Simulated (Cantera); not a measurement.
A perfectly stirred reactor is fed with C3H8 : H2 = 1 : 2.2 (molar parts), at 0.128 Torr; it is held at 1800 K, and followed from long to short residence time.

Cantera simulation using GRI-Mech 3.0 (53 species, 325 reactions); the numbers are that mechanism's predictions, not measurements. GRI-Mech 3.0 was tuned for natural gas; its chemistry of propane as a main component is partial and can be far from experiment. GRI-Mech 3.0 stops at C3 and has no aromatics, soot or wall deposition, so with more carbon than oxygen in the feed, carbon stays in small species such as C2H2 where larger ones or solid carbon would form. Radical loss at walls, strong at low pressure, is not modelled.

**Question.** What does this change do: H2 2.2 to 0.25 parts?

**Answer.** 
| quantity | before | after |
|---|---|---|
| x(C3H8) at τ = 0.420 s | 0.00116 | 0.00190 |
| x(H2) at τ = 0.420 s | 0.650 | 0.500 |
| x(H) at τ = 0.420 s | 0.00581 | 0.00523 |
| x(CH3) at τ = 0.420 s | 0.0217 | 0.0293 |
| x(C2H2) at τ = 0.420 s | 0.190 | 0.304 |
| x(C3H8) at τ = 5.40 ms | 0.0903 | 0.210 |
| x(H2) at τ = 5.40 ms | 0.571 | 0.228 |
| x(H) at τ = 5.40 ms | 0.00461 | 0.00307 |
| x(CH3) at τ = 5.40 ms | 0.0960 | 0.164 |
| x(C2H2) at τ = 5.40 ms | 0.0133 | 0.0252 |

**Question.** What does this change do: temperature 1800 to 1425 K?

**Answer.** 
```csv
quantity,before,after
x(C3H8) at τ = 0.420 s,0.00116,0.0160
x(H2) at τ = 0.420 s,0.650,0.570
x(H) at τ = 0.420 s,0.00581,0.00143
x(CH3) at τ = 0.420 s,0.0217,0.0155
x(C2H2) at τ = 0.420 s,0.190,0.0848
x(C3H8) at τ = 5.40 ms,0.0903,0.292
x(H2) at τ = 5.40 ms,0.571,0.677
x(H) at τ = 5.40 ms,0.00461,0.000261
x(CH3) at τ = 5.40 ms,0.0960,0.0105
x(C2H2) at τ = 5.40 ms,0.0133,1.53e-5
```
